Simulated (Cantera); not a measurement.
An isothermal, constant-pressure homogeneous reactor starts with 2.33 % CH4, 97.7 % H2, at 1825 K and 1.00 bar.

Model: GRI-Mech 3.0 (53 species, 325 reactions), integrated in Cantera. GRI-Mech 3.0 stops at C3 and has no aromatics, soot or wall deposition, so with more carbon than oxygen in the feed, carbon stays in small species such as C2H2 where larger ones or solid carbon would form.

One state of this run: x CH4 = 0.00446; x H2 = 0.986; x CH2 = 2.05e-8; x C2H4 = 0.000174; x CH3 = 4.01e-5; x H = 0.000440. x: mole fraction; the columns are a selection and need not sum to one.

Q: Which value of t (s) does it belong to?
(A) 7.00
(B) 0.0868
(C) 0.00323
(D) 0.000359

A: A, 7.00
